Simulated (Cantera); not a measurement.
Feed: 1 mol SiH2Cl2, 26 mol N2, 0.48 mol H2, equilibrated at 898 K and 0.100 bar.

Method: chemical equilibrium by Gibbs-energy minimisation in Cantera with the NASA 1993 tables (ideal gas, pure condensed phases). Candidate condensed phases: NH4Cl, Si, Si3N4; 28 gas species. N2 is the only nitrogen source here; it is nearly inert below about 1500 K, so the nitride shown seldom forms there in practice. The numbers say what is thermodynamically allowed, not how fast it happens.

**Question.** What is the equilibrium state?

**Answer.** 
```
Item                                 Result
--------------------------------  ---------
x(N2)                                 0.915
x(HCl)                               0.0566
x(H2)                                0.0250
x(SiCl4)                            0.00385
x(SiHCl3)                           4.74e-6
n(Si3N4(s))                       0.298 mol
gas amount                        27.78 mol
log10 activity of Si(s) (absent)      -7.98
```
